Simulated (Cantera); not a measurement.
**Thermodynamics of silicon nitride deposition, feed SiF4 + N2 + NH3**

Charge: 1 mol SiF4, 7.5 mol N2, 15 mol NH3, equilibrated at 725 K and 10.0 mbar.

Method: chemical equilibrium by Gibbs-energy minimisation in Cantera with the NASA 1993 tables (ideal gas, pure condensed phases). Candidate condensed phases: Si, Si3N4; 37 gas species. The numbers say what is thermodynamically allowed, not how fast it happens.

The x(H2) is 0.584. The x(N2) is 0.390. The x(SiF4) is 0.0260 and the x(HF) is 2.35e-5. The x(NH3) comes out as 1.91e-5 and the x(SiHF3) is 2.67e-6. The n(Si3N4(s)) is 6.69e-5 mol and the gas amount is 38.50 mol. The log10 activity of Si(s) (absent) comes out as -10.52.
